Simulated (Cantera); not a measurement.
An isothermal, constant-pressure homogeneous reactor starts with CO : O2 : H2O : N2 = 0.0023 : 0.022 : 0.00047 : 1 (molar parts), equivalence ratio 0.052, at 1048 K and 82.5 Torr. Integrator tolerance rtol = 1e-08.

Model: GRI-Mech 3.0 (53 species, 325 reactions), integrated in Cantera.

Question: What does this change do: temperature 1048 to 1450 K?

Answer: 
| quantity | before | after |
|---|---|---|
| x(CO) at 3.00 s | 4.64e-5 (gas-phase equilibrium 1.38e-11) | 1.21e-6 (gas-phase equilibrium 1.08e-7) |
| x(O2) at 3.00 s | 0.0204 (gas-phase equilibrium 0.0204) | 0.0204 (gas-phase equilibrium 0.0202) |
| x(H2O) at 3.00 s | 0.000458 (gas-phase equilibrium 0.000459) | 0.000454 (gas-phase equilibrium 0.000458) |
| x(CO2) at 3.00 s | 0.00220 (gas-phase equilibrium 0.00225) | 0.00225 (gas-phase equilibrium 0.00225) |
| x(NO) at 3.00 s | 1.84e-8 (gas-phase equilibrium 1.80e-5) | 1.65e-6 (gas-phase equilibrium 0.000330) |
